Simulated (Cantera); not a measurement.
A perfectly stirred reactor is fed with NH3 : H2 = 1 : 0.49 (molar parts), at 13300 Pa; it is held at 1925 K, and followed from long to short residence time.

Model: the gas-phase N/H chemistry of the illustrative SiF4/NH3 mechanism in the Surface Chemkin manual (1991), integrated in Cantera. Walls and surfaces, which speed up NH3 decomposition in real reactors, are not modelled.

Q: Predict: x(NH3) at τ = 3.80 s; x(H2) at τ = 3.80 s; x(NH2) at τ = 3.80 s; x(N) at τ = 3.80 s; x(N2) at τ = 3.80 s; x(NH3) at τ = 0.160 s; x(H2) at τ = 0.160 s; x(NH2) at τ = 0.160 s; x(N) at τ = 0.160 s; x(N2) at τ = 0.160 s.

A: 
```
Property                  Value
---------------------  --------
x(NH3) at τ = 3.80 s     0.0734
x(H2) at τ = 3.80 s       0.747
x(NH2) at τ = 3.80 s   0.000161
x(N) at τ = 3.80 s      4.71e-7
x(N2) at τ = 3.80 s       0.179
x(NH3) at τ = 0.160 s     0.487
x(H2) at τ = 0.160 s      0.457
x(NH2) at τ = 0.160 s  0.000564
x(N) at τ = 0.160 s     3.95e-7
x(N2) at τ = 0.160 s     0.0548
```
